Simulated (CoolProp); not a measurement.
Aqueous lithium chloride as a coolant, 14 % by mass, freezing at -21.0 °C, 1 atm.

Values from CoolProp's Melinder's fits for secondary coolants.

```csv
T (°C),Prandtl number,cp (kJ/(kg K)),density (kg/m³),viscosity (mPa s)
-15,31.8,3.364,1085,4.86
-9.2,24.9,3.385,1085,3.85
-3.4,___,3.406,1084,3.12
2.4,16.5,3.427,1083,2.60
8.3,13.8,3.448,1082,2.19
14.1,11.8,3.469,1081,1.89
19.9,10.2,___,1079,1.65
25.7,8.90,3.511,___,___
31.5,7.82,3.532,1076,1.29
```

Question: Complete the blanks.

Answer: 
- -3.4, Prandtl number: 20.1
- 19.9, cp (kJ/(kg K)): 3.490
- 25.7, density (kg/m³): 1078
- 25.7, viscosity (mPa s): 1.45
